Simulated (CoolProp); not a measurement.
Computed with CoolProp (reference Helmholtz-energy equation of state, de Reuck 1993).

### Question
For methanol, give the phase and the density (kg/m³), cp (kJ/(kg K)), isothermal compressibility (1/MPa), expansivity (1/kK) at 338.4 K and 5.43 MPa.

### Answer
- 338.4 K and 5.43 MPa: liquid; density 754, cp 2.82, isothermal compressibility 0.00155, expansivity 1.27
